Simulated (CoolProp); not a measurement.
Decamethylcyclopentasiloxane (D5) along the isobar 8.28 bar: density (kg/m³) from the reference equation and from simpler models built on Tc = 345.1 °C, pc = 10.78 bar, ω = 0.631; each cubic takes its own stable root.

Model: reference Helmholtz-energy equation of state, Thol 2019, in CoolProp.

```csv
T (°C),phase,reference
-17.85,liquid,1001
1.45,liquid,980.0
20.75,liquid,959.3
40.05,liquid,938.8
59.45,liquid,918.3
78.75,liquid,897.9
98.05,liquid,877.4
117.35,liquid,856.6
136.75,liquid,835.4
156.05,liquid,813.8
175.35,liquid,791.5
194.65,liquid,768.3
213.95,liquid,743.9
```

**Question.** How far does each simpler model (van der Waals, Redlich-Kwong, Soave-Redlich-Kwong, Peng-Robinson) lie from the reference over these 13 states: mean and median of the absolute difference, and the worst?

**Answer.** 
- van der Waals: mean 44.7 %, median 44.5 %, worst -46.4 % at -17.85 °C and 8.28 bar
- Redlich-Kwong: mean 19.5 %, median 19.3 %, worst -20.6 % at 213.95 °C and 8.28 bar
- Soave-Redlich-Kwong: mean 13.8 %, median 13.1 %, worst -17.2 % at -17.85 °C and 8.28 bar
- Peng-Robinson: mean 3.0 %, median 2.3 %, worst -7.4 % at -17.85 °C and 8.28 bar
